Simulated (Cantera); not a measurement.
A Cantera script and its output.

```python
import numpy as np
import cantera as ct

gas = ct.Solution("h2o2.yaml")
gas.TPX = 925, 1333, {'H2': 0.21, 'O2': 1, 'N2': 0.19}
reactor = ct.IdealGasConstPressureReactor(gas, energy="off", clone=False)
net = ct.ReactorNet([reactor])
net.rtol, net.atol = 1e-08, 1e-18
show = ['H2', 'O2', 'HO2', 'H', 'OH', 'H2O']
times = np.geomspace(0.0002, 1, 11)

steps = ct.SolutionArray(gas, extra=["t"])
rows = []
print(f"{'t/s':>10s}{'T/K':>9s}{'P/Pa':>11s}" + "".join(f"{s:>11s}" for s in show))
for t in times:
    while net.time < t:
        t_next = net.step()
        steps.append(gas.state, t=t_next)
    rows.append([np.interp(t, steps.t, y) for y in (steps.T, steps.P, *steps(*show).X.T)])
    print(f"{t:10.3e}{rows[-1][0]:9.1f}{rows[-1][1]:11.4g}" + "".join(f"{x:11.3e}" for x in rows[-1][2:]))
rate = np.gradient(steps.T, steps.t)
print("integrator steps:", len(steps.t))
if steps.T.max() > steps.T[0] + 200:
    print(f"time of steepest temperature rise: {steps.t[rate.argmax()]:.4e} s")
gas.TPX = 925, 1333, {'H2': 0.21, 'O2': 1, 'N2': 0.19}
gas.equilibrate("TP")
print(f"equilibrium (TP): T = {gas.T:.1f} K  " + "  ".join(f"{s} {gas[s].X[0]:.3e}" for s in show))
```

Result:

```
       t/s      T/K       P/Pa         H2         O2        HO2          H         OH        H2O
 2.000e-04    925.0       1333  1.500e-01  7.143e-01  2.281e-11  2.232e-11  2.657e-12  5.523e-12
 4.687e-04    925.0       1333  1.500e-01  7.143e-01  5.442e-11  7.168e-11  1.077e-11  4.914e-11
 1.099e-03    925.0       1333  1.500e-01  7.143e-01  1.414e-10  5.255e-10  8.713e-11  6.769e-10
 2.575e-03    925.0       1333  1.500e-01  7.143e-01  1.677e-09  3.676e-08  6.186e-09  5.643e-08
 6.034e-03    925.0       1333  1.485e-01  7.135e-01  6.179e-06  7.033e-04  1.185e-04  1.100e-03
 1.414e-02    925.0       1333  6.094e-03  6.770e-01  1.494e-05  1.819e-02  2.406e-03  1.421e-01
 3.314e-02    925.0       1333  8.059e-04  6.898e-01  9.993e-06  4.407e-04  5.132e-04  1.606e-01
 7.768e-02    925.0       1333  1.461e-04  6.909e-01  3.821e-06  1.768e-05  1.527e-04  1.619e-01
 1.821e-01    925.0       1333  3.071e-05  6.911e-01  1.206e-06  1.399e-06  6.495e-05  1.621e-01
 4.267e-01    925.0       1333  5.945e-06  6.911e-01  3.379e-07  1.459e-07  3.122e-05  1.621e-01
 1.000e+00    925.0       1333  9.906e-07  6.911e-01  9.319e-08  1.814e-08  1.588e-05  1.622e-01
integrator steps: 1467
equilibrium (TP): T = 925.0 K  H2 1.329e-11  O2 6.911e-01  HO2 2.692e-10  H 8.275e-15  OH 1.194e-07  H2O 1.622e-01
```

Detailed kinetics in Cantera: the H2/O2 subset of GRI-Mech 3.0, which has no nitrogen chemistry. Radical loss at walls, strong at low pressure, is not modelled. Below about 950 K walls govern HO2 and H2O2 in real vessels. The temperature is held fixed by assumption; the heat of reaction is taken as removed at once.
